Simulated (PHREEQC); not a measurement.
Na2CO3 is added in steps, without added water, to 1 kg of water holding 0.0011 mol CdSO4, 0.00033 mol KCl and 0.0014 mol NiCl2, at 60 °C. Oxygen alone is held at its pressure in air (log pO2 = -0.68). The system is closed to CO2. The run lets Cd(OH)2, Otavite, CdOHCl, Ni(OH)2, NiCO3, Ni4(OH)6SO4, Halite, Mirabilite, Morenosite, Nahcolite, Natron precipitate or redissolve, and no other solid.

Base run: PHREEQC, ion-association model, wateq4f.dat. Each further column changes one thing. The table gives pH.

```json
[
 {"Na2CO3 added (mol)": "0", "base": "5.90", "NiCl2 from 0.0014 to 0.014 mol/kgw": "5.56", "CdSO4 from 0.0011 to 0.00121 mol/kgw": "5.90", "NiCl2 left out": "6.11"},
 {"Na2CO3 added (mol)": "0.0002", "base": "6.72", "NiCl2 from 0.0014 to 0.014 mol/kgw": "6.62", "CdSO4 from 0.0011 to 0.00121 mol/kgw": "6.70", "NiCl2 left out": "6.87"},
 {"Na2CO3 added (mol)": "0.0004", "base": "6.77", "NiCl2 from 0.0014 to 0.014 mol/kgw": "6.66", "CdSO4 from 0.0011 to 0.00121 mol/kgw": "6.75", "NiCl2 left out": "6.95"},
 {"Na2CO3 added (mol)": "0.0006", "base": "6.85", "NiCl2 from 0.0014 to 0.014 mol/kgw": "6.70", "CdSO4 from 0.0011 to 0.00121 mol/kgw": "6.81", "NiCl2 left out": "7.06"},
 {"Na2CO3 added (mol)": "0.0008", "base": "6.94", "NiCl2 from 0.0014 to 0.014 mol/kgw": "6.74", "CdSO4 from 0.0011 to 0.00121 mol/kgw": "6.89", "NiCl2 left out": "?"},
 {"Na2CO3 added (mol)": "0.001", "base": "7.09", "NiCl2 from 0.0014 to 0.014 mol/kgw": "6.78", "CdSO4 from 0.0011 to 0.00121 mol/kgw": "7.01", "NiCl2 left out": "7.56"},
 {"Na2CO3 added (mol)": "0.0012", "base": "7.31", "NiCl2 from 0.0014 to 0.014 mol/kgw": "6.83", "CdSO4 from 0.0011 to 0.00121 mol/kgw": "7.19", "NiCl2 left out": "?"},
 {"Na2CO3 added (mol)": "0.0014", "base": "7.52", "NiCl2 from 0.0014 to 0.014 mol/kgw": "6.88", "CdSO4 from 0.0011 to 0.00121 mol/kgw": "7.42", "NiCl2 left out": "9.38"},
 {"Na2CO3 added (mol)": "0.0016", "base": "7.69", "NiCl2 from 0.0014 to 0.014 mol/kgw": "6.92", "CdSO4 from 0.0011 to 0.00121 mol/kgw": "7.61", "NiCl2 left out": "?"}
]
```

Task: Complete the blanks.

Result: 
- 0.0008, NiCl2 left out: 7.23
- 0.0012, NiCl2 left out: 8.96
- 0.0016, NiCl2 left out: 9.55

Away from 25 °C the constants follow the database's enthalpies or fits; those with neither stay at their 25 °C values. The database's nickel carbonate constants are estimates that later reviews lower a good deal. Solids allowed in the column 'NiCl2 left out': Cd(OH)2, Otavite, CdOHCl, Halite, Mirabilite, Nahcolite, Natron.
